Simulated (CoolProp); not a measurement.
2000 sccm (0 °C, 1 atm) of nitrogen bubbles through liquid p-xylene at 296.7 K and leaves saturated at a total pressure of 0.00695 MPa (ideal gas phase). Each further row changes one setting.

Values from CoolProp's reference Helmholtz-energy equation of state, Zhou 2012.

```tsv
case	vapour pressure (kPa)	mole fraction of vapour	delivery (mg/min)	delivery (sccm)	change of delivery for a bath 1 K warmer (%)
as stated	1.08	0.156	1750	[?]	[?]
bath temperature 301.7 K	[?]	0.207	2480	523	7.3
total pressure 0.0139 MPa	1.08	0.0779	800	169	6.5
```

### Question
Some entries are withheld; supply them.

### Answer

- as stated, delivery (sccm): 369
- as stated, change of delivery for a bath 1 K warmer (%): 7.1
- bath temperature 301.7 K, vapour pressure (kPa): 1.44
